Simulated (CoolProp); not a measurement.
Saturation properties of 1-butene.

Values from CoolProp's reference Helmholtz-energy equation of state, Lemmon 2005. It is a short technical equation, of lower accuracy than the large ones.

```tsv
T (K)	p (kPa)	vapour density (kg/m³)	enthalpy of vaporisation (kJ/kg)	liquid cp (kJ/(kg K))
333.7	771.8	18.70	316.4	2.534
340.9	912.7	22.19	306.0	2.594
348	1069	26.16	295.1	2.659
355.1	1245	30.75	283.4	2.734
362.2	1441	36.09	270.8	2.821
369.3	1659	42.32	257.1	2.925
376.4	1900	49.68	242.1	3.054
383.5	2167	58.48	225.4	3.221
390.6	2462	69.22	206.5	3.456
397.8	2791	83.00	184.2	3.829
404.9	3150	101.2	157.3	4.528
```

It boils at 266.8 K under 1 atm.
